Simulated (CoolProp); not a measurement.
C2F6 (R116) along the isotherm 22.25 °C: Z from the reference equation and from simpler models built on Tc = 19.9 °C, pc = 3.048 MPa, ω = 0.257; each cubic takes its own stable root.

Model: reference Helmholtz-energy equation of state, Lemmon 2006, in CoolProp. It is a short technical equation, of lower accuracy than the large ones.

| p (MPa) | phase | reference |
|---|---|---|
| 0.0964 | gas | 0.9897 |
| 0.183 | gas | 0.9803 |
| 0.346 | gas | 0.9622 |
| 0.657 | gas | 0.9262 |
| 1.24 | gas | 0.8520 |
| 2.36 | gas | 0.6674 |
| 4.47 | supercritical | 0.2535 |
| 8.48 | supercritical | 0.4163 |
| 16.1 | supercritical | 0.7147 |
| 30.5 | supercritical | 1.237 |

Q: How far does each simpler model (van der Waals, Redlich-Kwong, Soave-Redlich-Kwong, Peng-Robinson) lie from the reference over these 10 states: mean and median of the absolute difference, and the worst?

A: 
- van der Waals: mean 14.3 %, median 3.3 %, worst +36.8 % at 22.25 °C and 4.47 MPa
- Redlich-Kwong: mean 2.7 %, median 0.3 %, worst +14.8 % at 22.25 °C and 4.47 MPa
- Soave-Redlich-Kwong: mean 2.9 %, median 0.4 %, worst +15.6 % at 22.25 °C and 4.47 MPa
- Peng-Robinson: mean 3.1 %, median 2.4 %, worst -9.5 % at 22.25 °C and 30.5 MPa
